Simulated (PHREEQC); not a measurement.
Solution (79 °C): 0.00081 mol/kgw ZnSO4 and 8.7e-06 mol/kgw NaOH. Closed to the air; pH follows from the charge balance.

Computed with PHREEQC (ion-association model, wateq4f.dat).

Problem. The ionic strength comes out as 0.00283 mol/kgw. What activity coefficients do Na+, H+, ZnOH+, Zn+2, SO4-2 get?

Solution. Na+ 0.94, H+ 0.94, ZnOH+ 0.94, Zn+2 0.78, SO4-2 0.77.

This is a speciation only: nothing precipitates in the calculation. At this temperature some constants are extrapolated from 25 °C, and those without enthalpy data are left unchanged.
